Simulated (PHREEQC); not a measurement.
Make-up at 60 °C: 0.04 mol/kgw NH3, 0.005 mol/kgw K2SO4 and 0.004 mol/kgw H3BO3. Closed to the air; pH follows from the charge balance.

Computed with PHREEQC (ion-association model, phreeqc.dat).

```json
[
 {"quantity": "pH", "before": "9.41", "after": "9.50"},
 {"quantity": "ionic strength (mol/kgw)", "before": "0.0175", "after": "0.128"},
 {"quantity": "NH4+ (mol/kgw)", "before": "0.00320", "after": "0.00322"},
 {"quantity": "H2BO3- (mol/kgw)", "before": "0.00301", "after": "0.00327"},
 {"quantity": "H3BO3 (mol/kgw)", "before": "0.000986", "after": "0.000735"}
]
```

**Question.** Which change was made?
(A) K2SO4 left out
(B) H3BO3 from 0.004 to 0.008 mol/kgw
(C) K2SO4 from 0.005 to 0.05 mol/kgw

**Answer.** C, K2SO4 from 0.005 to 0.05 mol/kgw

No solid was allowed to form. At this temperature some constants are extrapolated from 25 °C, and those without enthalpy data are left unchanged.
